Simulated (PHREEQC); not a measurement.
# Nickel, zinc or cadmium bath: speciation

A solution holds 0.023 mol/kgw ZnSO4, 0.79 mol/kgw NaCl and 0.0063 mol/kgw FeSO4, at 55 °C. Closed to the air; pH follows from the charge balance.

All values are PHREEQC results (ion-association model, phreeqc.dat), not measurements.

No solid was allowed to form.

Predict the pH, density.

pH 5.41; density 1.020 g/cm³.

In which forms is Na present?

Na+ 98 %, NaSO4- 1.5 % of the Na.

Ionic strength above about 0.7 mol/kgw puts this run outside the model's range. Complexes and solids missing from the database can't appear. Away from 25 °C the constants follow the database's enthalpies or fits; those with neither stay at their 25 °C values.
